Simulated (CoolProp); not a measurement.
A single-stage vapour-compression cycle with R1336mzz(E): evaporating at 279.15 K (dew point), condensing at 320.15 K (bubble point), superheat 10 K, subcooling 2 K, compressor efficiency 0.9, no pressure losses. Each further row changes one setting.

Model: reference Helmholtz-energy equation of state, Akasaka 2023, in CoolProp.

```json
[
 {"case": "as stated", "cooling COP": "5.03", "pressure ratio": "4.20", "discharge temperature (K)": "322.9", "refrigerating effect (kJ/kg)": "114", "volumetric capacity (kJ/m³)": "761"},
 {"case": "evaporating temperature 284.15 K", "cooling COP": "6.00", "pressure ratio": "3.43", "discharge temperature (K)": "323.6", "refrigerating effect (kJ/kg)": "118", "volumetric capacity (kJ/m³)": "951"},
 {"case": "condensing temperature 315.15 K", "cooling COP": "5.93", "pressure ratio": "3.61", "discharge temperature (K)": "319.0", "refrigerating effect (kJ/kg)": "120", "volumetric capacity (kJ/m³)": "804"},
 {"case": "subcooling 7 K", "cooling COP": "5.31", "pressure ratio": "4.20", "discharge temperature (K)": "322.9", "refrigerating effect (kJ/kg)": "120", "volumetric capacity (kJ/m³)": "804"},
 {"case": "superheat 20 K", "cooling COP": "5.17", "pressure ratio": "4.20", "discharge temperature (K)": "333.1", "refrigerating effect (kJ/kg)": "122", "volumetric capacity (kJ/m³)": "785"},
 {"case": "compressor efficiency 0.8", "cooling COP": "4.47", "pressure ratio": "4.20", "discharge temperature (K)": "326.1", "refrigerating effect (kJ/kg)": "114", "volumetric capacity (kJ/m³)": "761"}
]
```
